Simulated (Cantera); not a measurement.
What does this Cantera script print?

```python
import numpy as np
import cantera as ct

gas_names = """
    H H2 Si SiH SiH2 SiH3 SiH4 Si2 Si3
""".split()
cond_names = """
    Si(cr) Si(L)
""".split()


# ... load() reads the species with a 1 bar reference pressure and builds the phases ...
atoms = {
    'Si': {'Si': 1},
    'H2': {'H': 2},
}
top_T = {}  # K; cautious upper limits of use, not melting points


# ... equilibrate(T, P, feed) seeds the gas with the atoms and calls Mixture.equilibrate('TP', solver="vcs", rtol=1e-11, max_steps=5000) ...
results = []
feed = {'Si': 1, 'H2': 0.32}  # mol
T = 1273.15  # K
P = 100000  # Pa
mix = equilibrate(T, P, feed)
results.append((T, P, feed, dict(zip(mix.species_names, mix.species_moles))))
x = sorted(zip(gas.X, gas.species_names), reverse=True)
print(f"T = {T:g} K  P = {P:g} Pa  gas = {mix.phase_moles(0):.4g} mol")
print("   x: " + "  ".join(f"{s} {v:.3e}" for v, s in x if v > 1e-05))
print("   condensed (mol): " + ("  ".join(f"{mix.phase(i).name} {mix.phase_moles(i):.4g}"
      for i in range(1, mix.n_phases) if mix.phase_moles(i) > 1e-12) or "none"))
```

It prints:

```
T = 1273.15 K  P = 100000 Pa  gas = 0.32 mol
   x: H2 1.000e+00
   condensed (mol): Si(cr) 1
```

Cantera equilibrium calculation (NASA polynomials, part measured and part estimated; ideal gas, pure solids and liquids).
